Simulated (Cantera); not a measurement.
An isothermal, constant-pressure homogeneous reactor starts with CH4 : N2 = 1 : 8.4 (molar parts), at 1650 K and 0.000830 bar. Integrator tolerance rtol = 1e-08.

Cantera simulation using GRI-Mech 3.0 (53 species, 325 reactions); the numbers are that mechanism's predictions, not measurements. GRI-Mech 3.0 stops at C3 and has no aromatics, soot or wall deposition, so with more carbon than oxygen in the feed, carbon stays in small species such as C2H2 where larger ones or solid carbon would form. Radical loss at walls, strong at low pressure, is not modelled.

Question: What does this change do: pressure from 0.000830 bar to 0.000340 bar?

Answer: 
| quantity | before | after |
|---|---|---|
| x(CH4) at 20.0 s | 0.00949 (gas-phase equilibrium 1.13e-6) | 0.0282 (gas-phase equilibrium 4.62e-7) |
| x(H2) at 20.0 s | 0.131 (gas-phase equilibrium 0.144) | 0.105 (gas-phase equilibrium 0.143) |
| x(C2H2) at 20.0 s | 0.0436 (gas-phase equilibrium 0.0165) | 0.0345 (gas-phase equilibrium 0.0165) |
| x(C2H4) at 20.0 s | 6.93e-5 (gas-phase equilibrium 1.42e-7) | 0.000519 (gas-phase equilibrium 5.80e-8) |
| x(C2H) at 20.0 s | 3.24e-7 (gas-phase equilibrium 6.04e-7) | 2.05e-7 (gas-phase equilibrium 9.44e-7) |
| x(H) at 20.0 s | 0.000223 (gas-phase equilibrium 0.00120) | 0.000143 (gas-phase equilibrium 0.00188) |
